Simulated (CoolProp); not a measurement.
The fluid at 293.15 K and 0.207 MPa (gas) is heated at constant pressure to 388.2 K. The same conditions are run with several fluids, on thermodynamics alone (safety and materials aside).

Model: reference Helmholtz-energy equation of state of each fluid (c-C4F8 (RC318): Platzer 1990; R134a: Tillner-Roth 1994; R507A: Lemmon 2003; dry air: Lemmon 2000; normal hydrogen: Leachman 2009), in CoolProp. The equations of Platzer and Polt are older, rougher fits. Blends and air are pseudo-pure fits.

```json
[
 {"fluid": "c-C4F8 (RC318)", "heat (kJ/kg)": "81.7", "final density (kg/m³)": "13.2"},
 {"fluid": "R134a", "heat (kJ/kg)": "88.3", "final density (kg/m³)": "6.65"},
 {"fluid": "R507A", "heat (kJ/kg)": "90.2", "final density (kg/m³)": "6.43"},
 {"fluid": "dry air", "heat (kJ/kg)": "96.0", "final density (kg/m³)": "1.86"},
 {"fluid": "normal hydrogen", "heat (kJ/kg)": "1370", "final density (kg/m³)": "0.129"}
]
```
